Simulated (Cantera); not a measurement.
Charge: 1 mol CF4, 0.82 mol F2, 1 mol H2, equilibrated at 1602 °C and 2.20 mbar.

Method: chemical equilibrium by Gibbs-energy minimisation in Cantera with the NASA 1993 tables (ideal gas, pure condensed phases). Gases not in the tables: C2F6 and larger saturated fluorocarbons. Kinetics and transport are ignored.

```tsv
species	before	after
HF	0.661	0.652
CF4	0.273	0.261
CF2	0.0411	0.0516
F	0.0226	0.0325
CF	5.41e-5	7.79e-5
CF3	0.00205	0.00225
C(graphite), mol	0.0432	0.0338
```
Gas species are given as mole fractions.

Name the change that produced these shifts.
(A) pressure from 2.20 mbar to 13.0 mbar
(B) pressure from 2.20 mbar to 1.33 mbar
(C) CF4 replaced by C2F6
(D) pressure from 2.20 mbar to 13.3 mbar

B, pressure from 2.20 mbar to 1.33 mbar
